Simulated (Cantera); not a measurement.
Charge: 1 mol Si2H6, 9.8 mol CO2, 11 mol H2, equilibrated at 2300 Pa.

These are equilibrium values from Cantera (NASA tables, ideal gas, pure condensed phases), not measurements of a reactor. Candidate condensed phases: C, C6H6, C7H8, C8H18, H2O, Si, SiC, SiO2; 123 gas species. The feed counts by its element totals alone. The numbers say what is thermodynamically allowed, not how fast it happens.

x: gas mole fraction; n: condensed amount in mol.

| T (K) | x H2 | x CO | x CO2 | x H2O | x CH4 | x H | x C2H6 | n C(graphite) | n SiO2(α-quartz) | n SiO2(β-quartz) |
|---|---|---|---|---|---|---|---|---|---|---|
| 750 | 0.484 | 0.134 | 0.230 | 0.136 | 0.0172 | … | 5.98e-9 | 1.65 | 2.00 | 0 |
| 800 | 0.500 | 0.241 | 0.169 | 0.0832 | 0.00603 | … | 1.46e-9 | 0 | 2.00 | 0 |
| 850 | 0.494 | 0.261 | 0.151 | 0.0938 | 0.000777 | … | 4.62e-11 | 0 | 0 | 2.00 |
| 900 | 0.482 | 0.274 | 0.138 | 0.106 | 0.000116 | … | 1.87e-12 | 0 | 0 | 2.00 |
| 950 | 0.471 | 0.285 | 0.127 | 0.117 | 2.11e-5 | … | <1e-12 | 0 | 0 | 2.00 |
| 1000 | 0.461 | 0.295 | 0.117 | 0.127 | 4.55e-6 | … | <1e-12 | 0 | 0 | 2.00 |
| 1050 | 0.452 | 0.304 | 0.108 | 0.136 | 1.14e-6 | … | <1e-12 | 0 | 0 | 2.00 |
| 1100 | 0.444 | 0.312 | 0.0997 | 0.144 | 3.23e-7 | … | <1e-12 | 0 | 0 | 2.00 |

Problem. Fill in the missing entries.

Solution. 
- 750, x H: 1.45e-12
- 800, x H: 1.35e-11
- 850, x H: 9.49e-11
- 900, x H: 5.35e-10
- 950, x H: 2.52e-9
- 1000, x H: 1.02e-8
- 1050, x H: 3.60e-8
- 1100, x H: 1.14e-7
